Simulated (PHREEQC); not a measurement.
PHREEQC input (ion-association model, phreeqc.dat):

```
SOLUTION 0
  temp 40
  units mmol/kgw
  pH 7 charge
  Cl 134.01
  Zn 67
  Br 13
  K 13
  O(0) 1 O2(g) -0.68
SOLUTION 1-30
  temp 40
  units mmol/kgw
  pH 7 charge
  Cl 0.99
  Zn 0.49
  O(0) 1 O2(g) -0.68
END
EXCHANGE 1-30
  X 0.047
  -equilibrate 1
END
SELECTED_OUTPUT 1
  -reset false
  -pH true
  -pe true
  -ionic_strength true
  -water true
  -step true
  -totals Br Cl K Zn
  -molalities ZnX2 KX
  -saturation_indices Sylvite Zn(OH)2(e)
PRINT
  -reset false
TRANSPORT
  -cells 30
  -shifts 90
  -lengths 0.00666667
  -time_step 300
  -dispersivities 0.016
  -boundary_conditions flux flux
  -correct_disp true
  -punch_cells 30
  -punch_frequency 3
END
```

Selected output (columns that matter, 21 of 31 rows; pore volumes added in front):

```
pore volumes	pH	mu	Br	Cl	K	Zn	m_ZnX2	m_KX	si_Sylvite	si_Zn(OH)2(e)
0	5.0117	0.0014758	0	0.00099	0	0.00049	0.0235	0	-1000	-4.864
0.2167	5.0117	0.0014777	1.1581e-07	0.00099119	3.0808e-19	0.00049065	0.0235	1.203e-18	-22.526	-4.8635
0.3167	5.0121	0.001792	1.8876e-05	0.0011831	4.6014e-12	0.00059601	0.0235	1.6308e-11	-15.279	-4.7858
0.4167	5.0114	0.0048591	0.00020278	0.0030649	7.7391e-08	0.0016288	0.0235	1.6646e-07	-10.666	-4.4014
0.6167	4.9749	0.031401	0.0018427	0.019845	0.00012738	0.010775	0.023446	0.00010847	-6.733	-3.8273
0.8167	4.9233	0.076787	0.0048011	0.050116	0.0012921	0.026807	0.023146	0.00070881	-5.3987	-3.6658
0.9167	4.9031	0.09923	0.0063238	0.065697	0.0023603	0.034825	0.022929	0.0011411	-5.0448	-3.637
1.0167	4.8871	0.11909	0.007702	0.079799	0.0036054	0.041943	0.022704	0.0015924	-4.7954	-3.6214
1.2167	4.8657	0.14926	0.00985	0.10178	0.0061506	0.052734	0.022287	0.0024263	-4.4827	-3.6082
1.4167	4.8539	0.16804	0.011224	0.11584	0.008306	0.059372	0.021958	0.0030847	-4.3096	-3.6042
1.5167	4.8502	0.17423	0.011685	0.12055	0.0091742	0.061526	0.021828	0.0033441	-4.2533	-3.6034
1.6167	4.8476	0.17887	0.012033	0.12411	0.0099052	0.063114	0.021719	0.0035615	-4.2104	-3.603
1.8167	4.8444	0.18482	0.012485	0.12874	0.011009	0.065103	0.021555	0.0038903	-4.1524	-3.6029
2.0167	4.8428	0.18799	0.01273	0.13125	0.011738	0.066115	0.021445	0.0041102	-4.1181	-3.603
2.1167	4.8424	0.18895	0.012805	0.13202	0.012	0.066407	0.021405	0.00419	-4.1066	-3.6031
2.2167	4.8421	0.18964	0.01286	0.13258	0.012208	0.06661	0.021373	0.0042543	-4.0977	-3.6032
2.4167	4.8417	0.19048	0.012928	0.13327	0.012507	0.066842	0.021326	0.0043473	-4.0854	-3.6033
2.6167	4.8415	0.1909	0.012963	0.13363	0.012694	0.066946	0.021297	0.0044066	-4.078	-3.6034
2.7167	4.8415	0.19103	0.012974	0.13374	0.012759	0.066972	0.021286	0.0044276	-4.0755	-3.6035
2.8167	4.8415	0.19111	0.012981	0.13382	0.012811	0.066989	0.021278	0.0044442	-4.0736	-3.6035
3.0167	4.8415	0.19122	0.01299	0.13391	0.012883	0.067005	0.021266	0.0044677	-4.0709	-3.6036
```

Species that the database lacks are ignored. At this temperature some constants are extrapolated from 25 °C, and those without enthalpy data are left unchanged.
